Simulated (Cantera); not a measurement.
**Halide evaporation, hydrolysis and transport: CsCl + H2**

Input: 1 mol CsCl, 1.3 mol H2, held at 877 °C.

Method: chemical equilibrium by Gibbs-energy minimisation in Cantera with the NASA 1993 tables (ideal gas, pure condensed phases). Candidate condensed phases: Cs, CsCl; 9 gas species. Rates play no part.

From 0.100 Pa to 10.0 mbar nothing is condensed. From 46.0 mbar to 1.00 bar the condensed part is CsCl(l). The main Cs-bearing gas is CsCl throughout.

```json
[
 {"P (Pa)": "0.100", "log p H2": "-6.25", "log p CsCl": "-6.36", "log p Cs2Cl2": "-11.06", "log p Cs": "-8.80", "log p HCl": "-8.80", "log p H": "-10.25", "log p Cl": "-12.85", "n CsCl(l)": "0"},
 {"P (Pa)": "0.460", "log p H2": "-5.59", "log p CsCl": "-5.70", "log p Cs2Cl2": "-9.73", "log p Cs": "-8.30", "log p HCl": "-8.30", "log p H": "-9.92", "log p Cl": "-12.69", "n CsCl(l)": "0"},
 {"P (Pa)": "2.20", "log p H2": "-4.91", "log p CsCl": "-5.02", "log p Cs2Cl2": "-8.37", "log p Cs": "-7.79", "log p HCl": "-7.79", "log p H": "-9.58", "log p Cl": "-12.52", "n CsCl(l)": "0"},
 {"P (Pa)": "10", "log p H2": "-4.25", "log p CsCl": "-4.36", "log p Cs2Cl2": "-7.06", "log p Cs": "-7.29", "log p HCl": "-7.29", "log p H": "-9.25", "log p Cl": "-12.35", "n CsCl(l)": "0"},
 {"P (Pa)": "46", "log p H2": "-3.58", "log p CsCl": "-3.71", "log p Cs2Cl2": "-5.74", "log p Cs": "-6.80", "log p HCl": "-6.80", "log p H": "-8.92", "log p Cl": "-12.19", "n CsCl(l)": "0"},
 {"P (Pa)": "220", "log p H2": "-2.90", "log p CsCl": "-3.05", "log p Cs2Cl2": "-4.43", "log p Cs": "-6.30", "log p HCl": "-6.30", "log p H": "-8.58", "log p Cl": "-12.03", "n CsCl(l)": "0"},
 {"P (Pa)": "1000", "log p H2": "-2.22", "log p CsCl": "-2.46", "log p Cs2Cl2": "-3.25", "log p Cs": "-5.84", "log p HCl": "-5.84", "log p H": "-8.24", "log p Cl": "-11.91", "n CsCl(l)": "0"},
 {"P (Pa)": "4600", "log p H2": "-1.49", "log p CsCl": "-2.03", "log p Cs2Cl2": "-2.40", "log p Cs": "-5.44", "log p HCl": "-5.44", "log p H": "-7.87", "log p Cl": "-11.88", "n CsCl(l)": "0.314"},
 {"P (Pa)": "22000", "log p H2": "-0.68", "log p CsCl": "-2.03", "log p Cs2Cl2": "-2.40", "log p Cs": "-5.24", "log p HCl": "-5.24", "log p H": "-7.47", "log p Cl": "-12.08", "n CsCl(l)": "0.891"},
 {"P (Pa)": "100000", "log p H2": "-0.01", "log p CsCl": "-2.03", "log p Cs2Cl2": "-2.40", "log p Cs": "-5.07", "log p HCl": "-5.07", "log p H": "-7.13", "log p Cl": "<-12", "n CsCl(l)": "0.977"}
]
```
log p: log10 of the partial pressure in bar; n: condensed amount in mol.
